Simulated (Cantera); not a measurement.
A perfectly stirred reactor is fed with N2O : H2 : N2 = 1 : 0.0022 : 4.4 (molar parts), at 0.00650 bar; it is held at 1598 K, and followed from long to short residence time.

Model: GRI-Mech 3.0 (53 species, 325 reactions), integrated in Cantera. GRI-Mech 3.0 was tuned for natural gas; its chemistry of N2O as a main component is partial and can be far from experiment. Radical loss at walls, strong at low pressure, is not modelled. The temperature is held fixed by assumption; the heat of reaction is taken as removed at once.

What does this change do: temperature 1598 to 1298 K?


```csv
quantity,before,after
x(N2O) at τ = 0.450 s,0.119,0.183
x(H2) at τ = 0.450 s,2.40e-5,0.000183
x(O) at τ = 0.450 s,0.000158,6.93e-6
x(O2) at τ = 0.450 s,0.0217,0.000779
x(HO2) at τ = 0.450 s,4.77e-7,1.27e-6
x(N2O) at τ = 9.90 ms,0.183,0.185
x(H2) at τ = 9.90 ms,0.000309,0.000405
x(O) at τ = 9.90 ms,0.000134,5.15e-6
x(O2) at τ = 9.90 ms,0.000606,1.21e-5
x(HO2) at τ = 9.90 ms,3.37e-6,1.06e-7
```
The mechanism lacks the step 2 NO + O2 → 2 NO2, which can matter for NO2 below about 1400 K.

What does this change do: temperature 1598 to 1248 K?


```tsv
quantity	before	after
x(N2O) at τ = 0.450 s	0.119	0.184
x(H2) at τ = 0.450 s	2.40e-5	0.000240
x(O) at τ = 0.450 s	0.000158	3.48e-6
x(O2) at τ = 0.450 s	0.0217	0.000344
x(HO2) at τ = 0.450 s	4.77e-7	1.19e-6
x(N2O) at τ = 9.90 ms	0.183	0.185
x(H2) at τ = 9.90 ms	0.000309	0.000406
x(O) at τ = 9.90 ms	0.000134	2.49e-6
x(O2) at τ = 9.90 ms	0.000606	5.14e-6
x(HO2) at τ = 9.90 ms	3.37e-6	3.52e-8
```
The mechanism lacks the step 2 NO + O2 → 2 NO2, which can matter for NO2 below about 1400 K.
